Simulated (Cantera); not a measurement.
Mixture: H₂ : O₂ : N₂ = 1 : 0.25 : 0.94 (molar parts), equivalence ratio 2.0, at 1100000 Pa, adiabatic and at constant volume. Ignition delay is the time to a rise of 400 K.

Computed with Cantera and GRI-Mech 3.0 (53 species, 325 reactions). The hydrogen kinetics of GRI-Mech 3.0 are dated; newer H2 mechanisms differ, most at raised pressure.

Task: Predict: delay at 1175 K; delay at 1250 K; delay at 1325 K; delay at 1400 K; delay at 1475 K; delay at 1550 K; apparent activation energy between 1400 and 1550 K.

Result: 
* **delay at 1175 K**: 0.124 ms
* **delay at 1250 K**: 16.7 µs
* **delay at 1325 K**: 4.28 µs
* **delay at 1400 K**: 2.33 µs
* **delay at 1475 K**: 1.56 µs
* **delay at 1550 K**: 1.16 µs
* **apparent activation energy between 1400 and 1550 K**: 84 kJ/mol
